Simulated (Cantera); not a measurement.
# Iron carbonyl, mercury and lead vapours: Pb + O2 + N2

A closed system holds: 1 mol Pb, a varied amount of O2, 2.3 mol N2, equilibrated at 1125 K and 54.0 Pa.

These are equilibrium values from Cantera (NASA tables, ideal gas, pure condensed phases), not measurements of a reactor. Candidate condensed phases: Pb, PbO, PbO2, Pb3O4; 12 gas species. Rates play no part.

```csv
n(O2) (mol),x N2,x Pb,x O2,x PbO,x NO,x Pb2,x O,x NO2,n PbO(yellow)
0.091,0.721,0.256,4.04e-7,0.0223,1.41e-7,3.09e-6,1.26e-10,<1e-12,0.111
0.12,0.735,0.243,4.51e-7,0.0223,1.50e-7,2.77e-6,1.33e-10,<1e-12,0.170
0.16,0.755,0.223,5.34e-7,0.0223,1.66e-7,2.33e-6,1.45e-10,<1e-12,0.252
0.21,0.781,0.197,6.85e-7,0.0223,1.91e-7,1.82e-6,1.64e-10,<1e-12,0.354
0.29,0.827,0.151,1.17e-6,0.0223,2.56e-7,1.07e-6,2.14e-10,<1e-12,0.518
0.38,0.885,0.0924,3.11e-6,0.0223,4.33e-7,4.00e-7,3.50e-10,<1e-12,0.702
0.51,0.970,0.00223,0.00533,0.0223,1.88e-5,2.34e-10,1.45e-8,1.73e-9,0.942
0.67,0.909,0.000627,0.0675,0.0223,6.47e-5,1.85e-11,5.16e-8,2.12e-8,0.942
0.89,0.835,0.000433,0.142,0.0223,8.98e-5,8.79e-12,7.48e-8,4.28e-8,0.937
```
x: gas mole fraction; n: condensed amount in mol.

From 0.091 mol O2 to 0.89 mol O2 the condensed part is PbO(yellow). The main Pb-bearing gas is Pb at 0.091 mol O2 and PbO at 0.89 mol O2.
